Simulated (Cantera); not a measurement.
Feed: 1 mol SiH₂Cl₂, 0.01 mol Cl₂, 140 mol H₂.

Points: T (K) = 873, 948, 1023, 1098, 1173, 1248, 1323, 1398, 1473, 1548, 1623; P (Pa) = 100, 230, 540, 1300, 2900, 6800, 16000, 37000, 86000, 200000.

Cantera's Mixture.equilibrate('TP', solver="vcs", rtol=1e-11, max_steps=5000) on the NASA tables stopped like this:

```
ERROR: FAILURE its = 5001!

*******************************************************************************
CanteraError thrown by MultiPhase::equilibrate:
VCS solver failed. Return code: -1
*******************************************************************************
```

**Question.** What got this run through?

**Answer.** Several could match; the one computed here: The failure is numerical, not chemical. The same input converged with solver="gibbs", rtol=1e-10, max_steps=50000, and the result passed a check of the equilibrium conditions:
```
    873        100  Si(cr)
    948        100  Si(cr)
   1023        100  Si(cr)
   1098        100  Si(cr)
   1173        100  Si(cr)
   1248        100  Si(cr)
   1323        100  Si(cr)
   1398        100  Si(cr)
   1473        100  Si(cr)
   1548        100  Si(cr)
   1623        100  Si(cr)
    873        230  Si(cr)
    948        230  Si(cr)
   1023        230  Si(cr)
   1098        230  Si(cr)
   1173        230  Si(cr)
   1248        230  Si(cr)
   1323        230  Si(cr)
   1398        230  Si(cr)
   1473        230  Si(cr)
   1548        230  Si(cr)
   1623        230  Si(cr)
    873        540  Si(cr)
    948        540  Si(cr)
   1023        540  Si(cr)
   1098        540  Si(cr)
   1173        540  Si(cr)
   1248        540  Si(cr)
   1323        540  Si(cr)
   1398        540  Si(cr)
   1473        540  Si(cr)
   1548        540  Si(cr)
   1623        540  Si(cr)
    873       1300  Si(cr)
    948       1300  Si(cr)
   1023       1300  Si(cr)
   1098       1300  Si(cr)
   1173       1300  Si(cr)
   1248       1300  Si(cr)
   1323       1300  Si(cr)
   1398       1300  Si(cr)
   1473       1300  Si(cr)
   1548       1300  Si(cr)
   1623       1300  Si(cr)
    873       2900  Si(cr)
    948       2900  Si(cr)
   1023       2900  Si(cr)
   1098       2900  Si(cr)
   1173       2900  Si(cr)
   1248       2900  Si(cr)
   1323       2900  Si(cr)
   1398       2900  Si(cr)
   1473       2900  Si(cr)
   1548       2900  Si(cr)
   1623       2900  Si(cr)
    873       6800  Si(cr)
    948       6800  Si(cr)
   1023       6800  Si(cr)
   1098       6800  Si(cr)
   1173       6800  Si(cr)
   1248       6800  Si(cr)
   1323       6800  Si(cr)
   1398       6800  Si(cr)
   1473       6800  Si(cr)
   1548       6800  Si(cr)
   1623       6800  Si(cr)
    873    1.6e+04  Si(cr)
    948    1.6e+04  Si(cr)
   1023    1.6e+04  Si(cr)
   1098    1.6e+04  Si(cr)
   1173    1.6e+04  Si(cr)
   1248    1.6e+04  Si(cr)
   1323    1.6e+04  Si(cr)
   1398    1.6e+04  Si(cr)
   1473    1.6e+04  Si(cr)
   1548    1.6e+04  Si(cr)
   1623    1.6e+04  Si(cr)
    873    3.7e+04  Si(cr)
    948    3.7e+04  Si(cr)
   1023    3.7e+04  Si(cr)
   1098    3.7e+04  Si(cr)
   1173    3.7e+04  Si(cr)
   1248    3.7e+04  Si(cr)
   1323    3.7e+04  Si(cr)
   1398    3.7e+04  Si(cr)
   1473    3.7e+04  Si(cr)
   1548    3.7e+04  Si(cr)
   1623    3.7e+04  Si(cr)
    873    8.6e+04  Si(cr)
    948    8.6e+04  Si(cr)
   1023    8.6e+04  Si(cr)
   1098    8.6e+04  Si(cr)
   1173    8.6e+04  Si(cr)
   1248    8.6e+04  Si(cr)
   1323    8.6e+04  Si(cr)
   1398    8.6e+04  Si(cr)
   1473    8.6e+04  Si(cr)
   1548    8.6e+04  Si(cr)
   1623    8.6e+04  Si(cr)
    873      2e+05  Si(cr)
    948      2e+05  Si(cr)
   1023      2e+05  Si(cr)
   1098      2e+05  Si(cr)
   1173      2e+05  Si(cr)
   1248      2e+05  Si(cr)
   1323      2e+05  Si(cr)
   1398      2e+05  Si(cr)
   1473      2e+05  Si(cr)
   1548      2e+05  Si(cr)
   1623      2e+05  Si(cr)
```

The gas is ideal and each condensed phase is pure. The tables' values for SiCl3 are old estimates.
